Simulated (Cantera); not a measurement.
A perfectly stirred reactor is fed with NO : N2 = 1 : 0.12 (molar parts), at 0.0267 bar; it is held at 1648 K, and followed from long to short residence time.

Computed with Cantera and GRI-Mech 3.0 (53 species, 325 reactions). Radical loss at walls, strong at low pressure, is not modelled.

**Question.** What does this change do: temperature 1648 to 1900 K?

**Answer.** 
```csv
quantity,before,after
x(NO) at τ = 4.00 s,0.884,0.754
x(O2) at τ = 4.00 s,0.00447,0.0690
x(N2) at τ = 4.00 s,0.112,0.176
x(N2O) at τ = 4.00 s,0.000248,0.000175
x(O) at τ = 4.00 s,2.20e-5,0.000566
x(NO) at τ = 20.0 ms,0.893,0.892
x(O2) at τ = 20.0 ms,2.44e-6,0.000134
x(N2) at τ = 20.0 ms,0.107,0.107
x(N2O) at τ = 20.0 ms,2.06e-5,0.000133
x(O) at τ = 20.0 ms,8.30e-6,0.000154
```
